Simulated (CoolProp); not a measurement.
Computed with CoolProp (reference Helmholtz-energy equation of state, Gao 2022).

**Question.** For n-perfluorobutane, give the phase and the density (kg/m³), Joule-Thomson coefficient (K/MPa), expansivity (1/kK), fugacity coefficient at 398 K and 62.2 bar; 406.7 K and 62.2 bar; 415.4 K and 62.2 bar.

**Answer.** 
- 398 K and 62.2 bar: supercritical; density 1100, Joule-Thomson coefficient 0.875, expansivity 5.63, fugacity coefficient 0.376
- 406.7 K and 62.2 bar: supercritical; density 1040, Joule-Thomson coefficient 1.17, expansivity 6.41, fugacity coefficient 0.413
- 415.4 K and 62.2 bar: supercritical; density 984, Joule-Thomson coefficient 1.55, expansivity 7.31, fugacity coefficient 0.450
